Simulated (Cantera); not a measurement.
# Adiabatic ignition

An adiabatic, constant-pressure homogeneous reactor starts with H2 : O2 : N2 : H2O = 1 : 1.35 : 5.08 : 0.15 (molar parts), equivalence ratio 0.37, at 1525 K and 375 Torr.

Computed with Cantera and GRI-Mech 3.0 (53 species, 325 reactions).

```
t (s)     T (K)     x H2   x O2   x H2O    x H2O2      x NO      x O     x OH
--------  -----  -------  -----  ------  --------  --------  -------  -------
2.00e-6    1525    0.132  0.178  0.0198  8.05e-10    <1e-12  5.91e-8  5.52e-8
5.40e-6    1525    0.132  0.178  0.0198   5.23e-9    <1e-12  5.54e-7  5.06e-7
1.46e-5    1525    0.132  0.178  0.0200   5.01e-8  2.56e-12  5.99e-5  5.46e-5
3.94e-5    1661   0.0150  0.111   0.111   9.59e-7   4.55e-6   0.0321   0.0144
0.000106   1929   0.0119  0.110   0.125   3.26e-7   2.30e-5   0.0239   0.0187
0.000287   2162  0.00707  0.112   0.139   1.53e-7   5.53e-5   0.0133   0.0186
0.000775   2313  0.00296  0.115   0.150   1.38e-7  0.000148  0.00540   0.0140
0.00209    2353  0.00182  0.116   0.154   1.85e-7  0.000345  0.00329   0.0114
0.00565    2352  0.00179  0.116   0.154   1.86e-7  0.000826  0.00324   0.0113
0.0152     2350  0.00178  0.115   0.154   1.85e-7   0.00206  0.00319   0.0112
0.0412     2346  0.00174  0.114   0.154   1.82e-7   0.00485  0.00310   0.0110
0.111      2339  0.00170  0.112   0.154   1.77e-7   0.00913  0.00295   0.0107
0.300      2335  0.00167  0.111   0.154   1.75e-7    0.0115  0.00287   0.0105
```
x: mole fraction; the columns are a selection and need not sum to one.

```
Property                                                             Value
---------------------------------  ---------------------------------------
time of steepest temperature rise                                  28.9 µs
temperature at 0.300 s                                              2335 K
equilibrium temperature                                             2335 K
x(H2) at 0.300 s                   0.00167 (gas-phase equilibrium 0.00167)
x(O2) at 0.300 s                       0.111 (gas-phase equilibrium 0.111)
x(H2O) at 0.300 s                      0.154 (gas-phase equilibrium 0.154)
```
